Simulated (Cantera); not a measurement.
Feed: 1 mol TiC, 0.057 mol C, 0.032 mol H2, equilibrated at 2650 K and 0.210 bar.

Equilibrium computed with Cantera from the NASA thermochemical tables; the gas is ideal and each condensed phase is pure. Candidate condensed phases: C, C6H6, C7H8, C8H18, Ti, TiC; 77 gas species. TiC: taken at fixed stoichiometry. Rates play no part.

Base state: H2 0.886, H 0.0963, C2H2 (acetylene) 0.0174, C2H 0.000183, C4H2 0.000142, Ti 4.62e-5, CH3 3.72e-5, C2H2 (vinylidene) 2.18e-5 (mole fractions); condensed: C(graphite) + TiC(s).

Question: What changes in the equilibrium state with this change: 0.0048 mol H2O added?

Answer: 
| species | before | after |
|---|---|---|
| H2 | 0.886 | 0.783 |
| CO | 0 | 0.110 |
| H | 0.0963 | 0.0905 |
| C2H2 (acetylene) | 0.0174 | 0.0154 |
| Ti | 4.62e-5 | 4.62e-5 |
| CH4 | 1.97e-5 | 1.54e-5 |
| CH3 | 3.72e-5 | 3.09e-5 |
| C4H2 | 0.000142 | 0.000125 |
| C2H2 (vinylidene) | 2.18e-5 | 1.93e-5 |
| C2H | 0.000183 | 0.000172 |
| C(graphite), mol | 0.0558 | 0.0508 |
| TiC(s), mol | 1.000 | 1.000 |
Further candidate phases: H2O, TiO, TiO2, Ti2O3, Ti3O5, Ti4O7.
